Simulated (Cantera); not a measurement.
## Thermodynamics of aluminium nitride and oxide growth, feed Al + NH₃ + H₂

Feed: 1 mol Al, 45 mol NH₃, 610 mol H₂, held at 725 °C and 0.000370 bar.

Method: chemical equilibrium by Gibbs-energy minimisation in Cantera with the NASA 1993 tables (ideal gas, pure condensed phases). Candidate condensed phases: Al, AlN; 13 gas species. Kinetics and transport are ignored.

| Item | Value |
|---|---|
| x(H₂) | 0.969 |
| x(N₂) | 0.0315 |
| n(AlN(s)) | 1.00 mol |
| gas amount | 699.5 mol |
| log10 activity of Al(l) (absent) | -8.63 |
